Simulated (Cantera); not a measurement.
An adiabatic, constant-volume homogeneous reactor starts with 6.38 % CH₄, 19.6 % O₂, 74.0 % N₂, at 1048 K and 0.580 bar.

Detailed kinetics in Cantera: GRI-Mech 3.0 (53 species, 325 reactions).

Predict: time of steepest temperature rise; temperature at 1.00 s; equilibrium temperature; x(O₂) at 1.00 s; x(H) at 1.00 s; x(N₂O) at 1.00 s; x(H₂) at 1.00 s.


| Property | Result |
|---|---|
| time of steepest temperature rise | 0.640 s |
| temperature at 1.00 s | 2509 K |
| equilibrium temperature | 2509 K |
| x(O₂) at 1.00 s | 0.0628 (gas-phase equilibrium 0.0628) |
| x(H) at 1.00 s | 0.00111 (gas-phase equilibrium 0.00111) |
| x(N₂O) at 1.00 s | 7.77e-7 (gas-phase equilibrium 7.77e-7) |
| x(H₂) at 1.00 s | 0.00248 (gas-phase equilibrium 0.00248) |
